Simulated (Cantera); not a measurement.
# Gas-phase reforming

An isothermal, constant-pressure homogeneous reactor starts with CH4 : CO2 = 1 : 0.69 (molar parts), at 2023 K and 2100000 Pa.

Computed with Cantera and GRI-Mech 3.0 (53 species, 325 reactions). The pressure lies above the range GRI-Mech 3.0 was tuned for (to about 10 atm).

```csv
t (s),x CH4,x CO2,x H2,x C2H6,x OH,x CH2CO
0.000100,0.102,0.151,0.333,0.000277,1.03e-5,0.000101
0.000359,0.0396,0.0421,0.329,5.52e-5,1.43e-5,0.000138
0.00129,0.0303,0.0229,0.389,3.11e-5,9.22e-6,7.47e-5
0.00464,0.0258,0.0103,0.463,2.05e-5,3.81e-6,2.62e-5
0.0167,0.0214,0.00222,0.512,1.34e-5,7.84e-7,9.44e-6
0.0599,0.0198,5.73e-5,0.525,1.15e-5,2.00e-8,6.64e-6
0.215,0.0198,9.50e-6,0.525,1.14e-5,3.34e-9,6.59e-6
0.774,0.0198,9.50e-6,0.525,1.14e-5,3.34e-9,6.59e-6
2.78,0.0198,9.50e-6,0.525,1.14e-5,3.34e-9,6.59e-6
10.0,0.0198,9.50e-6,0.525,1.14e-5,3.34e-9,6.59e-6
```
x: mole fraction; the columns are a selection and need not sum to one.

Equilibrium at this temperature and pressure: CH4 0.0198, CO2 9.66e-6, H2 0.525, C2H6 1.14e-5, OH 3.40e-9, CH2CO 6.60e-6 (gas phase only).
